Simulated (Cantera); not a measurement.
## Thermodynamics of tantalum, niobium, vanadium and zirconium in process gases, feed Nb + H2O + H2

Charge: 1 mol Nb, 0.91 mol H2O, 120 mol H2, equilibrated at 1.00 bar.

Equilibrium computed with Cantera from the NASA thermochemical tables; the gas is ideal and each condensed phase is pure. Candidate condensed phases: H2O, Nb, NbO, NbO2, Nb2O5; 12 gas species. Mutual solubility and eutectic melting of coexisting phases are not modelled. NbO: taken at fixed stoichiometry. Condensed phases not in the tables: N, O or C dissolved in the metal. The numbers say what is thermodynamically allowed, not how fast it happens.

From 1152 °C to 1852 °C the condensed part is Nb(s) + NbO(s). From 1952 °C to 2252 °C the condensed part is Nb(s) + NbO(l). At 2352 °C the condensed part is Nb(s).

| T (°C) | x H2 | x H | x H2O | x NbO2 | x NbO | x OH | n Nb(s) | n NbO(s) | n NbO(l) |
|---|---|---|---|---|---|---|---|---|---|
| 1152 | 1.000 | 6.82e-6 | 3.05e-5 | <1e-12 | <1e-12 | 4.55e-12 | 0.0937 | 0.906 | 0 |
| 1252 | 1.000 | 2.37e-5 | 7.51e-5 | 5.67e-12 | 2.23e-12 | 5.51e-11 | 0.0991 | 0.901 | 0 |
| 1352 | 1.000 | 7.05e-5 | 0.000165 | 1.12e-10 | 4.09e-11 | 4.89e-10 | 0.110 | 0.890 | 0 |
| 1452 | 0.999 | 0.000186 | 0.000328 | 1.55e-9 | 5.31e-10 | 3.36e-9 | 0.130 | 0.870 | 0 |
| 1552 | 0.999 | 0.000440 | 0.000604 | 1.59e-8 | 5.16e-9 | 1.86e-8 | 0.163 | 0.837 | 0 |
| 1652 | 0.998 | 0.000955 | 0.00104 | 1.27e-7 | 3.93e-8 | 8.59e-8 | 0.216 | 0.784 | 0 |
| 1752 | 0.996 | 0.00192 | 0.00169 | 8.17e-7 | 2.43e-7 | 3.40e-7 | 0.294 | 0.706 | 0 |
| 1852 | 0.994 | 0.00362 | 0.00261 | 4.38e-6 | 1.26e-6 | 1.18e-6 | 0.406 | 0.593 | 0 |
| 1952 | 0.990 | 0.00644 | 0.00374 | 1.88e-5 | 5.42e-6 | 3.53e-6 | 0.546 | 0 | 0.451 |
| 2052 | 0.985 | 0.0109 | 0.00437 | 5.03e-5 | 1.73e-5 | 8.09e-6 | 0.629 | 0 | 0.363 |
| 2152 | 0.977 | 0.0177 | 0.00503 | 0.000123 | 4.97e-5 | 1.73e-5 | 0.720 | 0 | 0.258 |
| 2252 | 0.966 | 0.0276 | 0.00568 | 0.000280 | 0.000131 | 3.46e-5 | 0.826 | 0 | 0.124 |
| 2352 | 0.952 | 0.0414 | 0.00595 | 0.000525 | 0.000300 | 6.15e-5 | 0.898 | 0 | 0 |
x: gas mole fraction; n: condensed amount in mol.
